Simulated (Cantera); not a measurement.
## Stirred combustor or abatement burner

A perfectly stirred reactor is fed with H₂ : O₂ : N₂ = 1 : 0.294 : 1.76 (molar parts), at 970000 Pa; it is adiabatic with a 548 K inlet, and is followed from long to short residence time, starting on the burning branch (τ in s: 0.068, 0.029, 0.012, 0.0052, 0.0022, 0.00093, 0.00039, 0.00017, 7e-05, 3e-05, 1.3e-05).

Detailed kinetics in Cantera: GRI-Mech 3.0 (53 species, 325 reactions). The hydrogen kinetics of GRI-Mech 3.0 are dated; newer H2 mechanisms differ, most at raised pressure.

```
τ (s)    T (K)   x H₂      x O₂   x H₂O₂       x H       x O
-------  -----  -----  --------  -------  --------  --------
0.068     2007  0.149   2.19e-5  4.07e-9  0.000464   1.72e-7
0.029     2005  0.149   3.65e-5  8.45e-9  0.000659   3.53e-7
0.012     2003  0.149   6.01e-5  1.76e-8  0.000977   7.86e-7
0.0052    1999  0.149   9.53e-5  3.38e-8   0.00144   1.72e-6
0.0022    1994  0.148  0.000153  6.27e-8   0.00215   3.85e-6
0.00093   1985  0.148  0.000246  1.10e-7   0.00320   8.64e-6
0.00039   1972  0.148  0.000401  1.81e-7   0.00478   1.94e-5
0.00017   1954  0.147  0.000646  2.79e-7   0.00698   4.14e-5
7.0e-5    1925  0.146   0.00110  4.31e-7    0.0103   9.14e-5
3.0e-5    1884  0.145   0.00187  6.48e-7    0.0147  0.000188
1.3e-5    1827  0.145   0.00329  9.84e-7    0.0201  0.000367
```
x: mole fraction; the columns are a selection and need not sum to one.
